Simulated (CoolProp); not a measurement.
Vapour-liquid equilibrium of R152A (1) + isobutane (2) at 6.54 bar; x and y are mole fractions of (1).

Model: multi-fluid Helmholtz-energy mixture model, Outcalt 1996 and Bücker 2006; pair parameters Bell 2016, in CoolProp.

| x | bubble temperature, mixture model (°C) | bubble temperature, Raoult's law (°C) | y, mixture model | y, Raoult's law |
|---|---|---|---|---|
| 0.05 | 42.8 | 46.7 | 0.149 | 0.083 |
| 0.125 | 36.9 | 44.7 | 0.306 | 0.197 |
| 0.2 | 32.8 | 42.9 | 0.412 | 0.300 |
| 0.275 | 30.0 | 41.1 | 0.487 | 0.394 |
| 0.35 | 28.0 | 39.5 | 0.543 | 0.480 |
| 0.425 | 26.7 | 37.9 | 0.587 | 0.558 |
| 0.5 | 25.7 | 36.4 | 0.624 | 0.631 |
| 0.575 | 25.1 | 35.0 | 0.658 | 0.698 |
| 0.65 | 24.7 | 33.7 | 0.692 | 0.760 |
| 0.725 | 24.5 | 32.4 | 0.728 | 0.818 |
| 0.8 | 24.6 | 31.2 | 0.772 | 0.872 |
| 0.875 | 25.2 | 30.0 | 0.831 | 0.923 |
| 0.95 | 26.6 | 28.9 | 0.917 | 0.970 |

The largest gap from Raoult's law is -11.5 K in bubble temperature, at x = 0.35. y crosses x between x = 0.725 and 0.8: the model has an azeotrope there.

The pair parameters rest on a limited set of measurements; away from them the model extrapolates.
